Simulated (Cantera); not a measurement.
A closed system holds: 1 mol FeS2, 0.093 mol H2S, 1.6 mol O2, held at 1325 °C and 13300 Pa.

These are equilibrium values from Cantera (NASA tables, ideal gas, pure condensed phases), not measurements of a reactor. Metal and sulfide melt together well below either melting point, which pure phases cannot show. Mutual solubility and eutectic melting of coexisting phases are not modelled. The tables' stoichiometric FeO is somewhat more stable than real wüstite, so its field is too wide. FeO, FeS: taken at fixed stoichiometry. The numbers say what is thermodynamically allowed, not how fast it happens.

```json
[
 {"species": "SO2", "before": "0.680", "after": "0.892"},
 {"species": "H2O", "before": "0.0500", "after": "0.0616"},
 {"species": "S2", "before": "0.239", "after": "0.0417"},
 {"species": "SO", "before": "0.0149", "after": "9.12e-5"},
 {"species": "S", "before": "0.000159", "after": "1.28e-8"},
 {"species": "SH", "before": "0.000773", "after": "3.68e-6"},
 {"species": "H2", "before": "0.00458", "after": "0.000212"},
 {"species": "S2O", "before": "0.00836", "after": "0.00300"},
 {"species": "H2S", "before": "0.00190", "after": "0.00131"},
 {"species": "FeO(s), mol", "before": "0.857", "after": "0"},
 {"species": "FeS(l), mol", "before": "0.143", "after": "0"},
 {"species": "FeS(s), mol", "before": "0", "after": "0.644"},
 {"species": "Fe3O4(s), mol", "before": "0", "after": "0.119"}
]
```
Gas species are given as mole fractions.

Which change was made?
A) O2 from 1.6 to 0.18 mol
B) temperature from 1325 °C to 775 °C
C) O2 from 1.6 to 0.31 mol
D) O2 from 1.6 to 0.063 mol

B, temperature from 1325 °C to 775 °C. FeS: taken at fixed stoichiometry. Gases not in the tables: S3 to S7
